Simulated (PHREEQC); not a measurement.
## Ultrapure water in contact with air or piping: an equilibrium model

Model water analysis in mg/kgw, 20 °C, pH 6.12, pe 9.5: Na 0.267; K 0.00309; Ca 0.0529; Mg 0.000251; Cl 0.225; S(6) as SO4 0.135; Alkalinity as HCO3 0.293; Si as SiO2 0.00849; Li 0.000188.

Valence states are taken as typed.

Model: ion-association model, wateq4f.dat, run in PHREEQC.

The ionic strength is 1.77e-5 mol/kgw. The charge-balance error is 1.4 %.

```
species  molality  activity   log γ
-------  --------  --------  ------
Na+       1.16e-5   1.16e-5  -0.002
CO2       1.01e-5   1.01e-5   0.000
Cl-       6.35e-6   6.32e-6  -0.002
HCO3-     5.55e-6   5.53e-6  -0.002
SO4-2     1.41e-6   1.38e-6  -0.008
Ca+2      1.32e-6   1.29e-6  -0.008
H+        7.62e-7   7.59e-7  -0.002
H4SiO4    1.41e-7   1.41e-7   0.000
K+        7.90e-8   7.86e-8  -0.002
Li+       2.71e-8   2.70e-8  -0.002
Mg+2      1.03e-8   1.01e-8  -0.008
```

This is a speciation only: nothing precipitates in the calculation.
